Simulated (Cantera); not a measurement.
Mixture: CH₄ : O₂ : N₂ = 1 : 2.22 : 8.36 (molar parts), equivalence ratio 0.90, at 10.0 bar, adiabatic and at constant pressure. Ignition delay is the time to a rise of 400 K.

Detailed kinetics in Cantera: GRI-Mech 3.0 (53 species, 325 reactions).

**Question.** What does this change do: 0.87 parts H2O added?

**Answer.** 
| quantity | before | after |
|---|---|---|
| delay at 1300 K | 1.40 ms | 1.50 ms |
| delay at 1400 K | 0.480 ms | 0.537 ms |
| delay at 1500 K | 0.180 ms | 0.205 ms |
| delay at 1600 K | 73.3 µs | 82.5 µs |
| delay at 1700 K | 32.5 µs | 35.5 µs |
| apparent activation energy between 1650 and 1750 K | 180 kJ/mol | 190 kJ/mol |
